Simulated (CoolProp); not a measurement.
The fluid at 293.15 K and 0.158 MPa flows at 0.67 m/s in a round tube of 50 mm bore and 15 µm roughness, fully developed (64/Re and Nu = 3.66 if laminar; Colebrook and Gnielinski if turbulent). The same conditions are run with several fluids, on thermodynamics alone (safety and materials aside).

Model: reference Helmholtz-energy equation of state of each fluid (water: Wagner 2002; methanol: de Reuck 1993; ethanol: Schroeder 2014; p-xylene: Zhou 2012; n-pentane: Thol 2019), in CoolProp.

Q: Rank water, methanol, ethanol, p-xylene, n-pentane by Reynolds number, highest first.

A: n-pentane (111000), methanol (45300), p-xylene (44700), water (33400), ethanol (22100)

| fluid | Darcy friction factor | pressure drop (Pa/m) | heat-transfer coefficient (W/(m² K)) | mass flow (kg/h) |
|---|---|---|---|---|
| water | 0.0237 | 106 | 2840 | 4730 |
| methanol | 0.0223 | 79.4 | 1270 | 3750 |
| ethanol | 0.0259 | 91.9 | 764 | 3740 |
| p-xylene | 0.0224 | 86.6 | 854 | 4080 |
| n-pentane | 0.0192 | 53.9 | 1210 | 2970 |

Transport values come from each fluid's own correlations; those of n-pentane are estimates that may be off by 10 % or more.
